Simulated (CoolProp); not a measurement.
R1224YDZ along the isobar 0.262 MPa: density (kg/m³) from the reference equation and from simpler models built on Tc = 428.7 K, pc = 3.334 MPa, ω = 0.325; each cubic takes its own stable root.

Model: reference Helmholtz-energy equation of state, Akasaka 2023, in CoolProp.

| T (K) | phase | reference | Soave-Redlich-Kwong | Peng-Robinson |
|---|---|---|---|---|
| 277.9 | liquid | … | 1267 | 1431 |
| 295.7 | liquid | 1367 | 1223 | 1383 |
| 313.4 | liquid | 1317 | 1173 | 1329 |
| 331.2 | gas | 15.24 | … | 15.17 |
| 348.9 | gas | … | … | 14.24 |
| 366.7 | gas | 13.42 | 13.38 | … |
| 384.4 | gas | 12.69 | 12.68 | 12.72 |
| 402.2 | gas | 12.05 | … | 12.08 |
| 419.9 | gas | 11.49 | 11.48 | 11.52 |
| 437.7 | gas | 10.97 | 10.97 | 11.00 |
| 455.4 | gas | 10.51 | 10.50 | 10.53 |
| 473.1 | gas | 10.09 | 10.08 | 10.11 |

Task: Complete the blanks.

Result: 
- 277.9, reference: 1415
- 331.2, Soave-Redlich-Kwong: 15.11
- 348.9, reference: 14.26
- 348.9, Soave-Redlich-Kwong: 14.19
- 366.7, Peng-Robinson: 13.43
- 402.2, Soave-Redlich-Kwong: 12.04
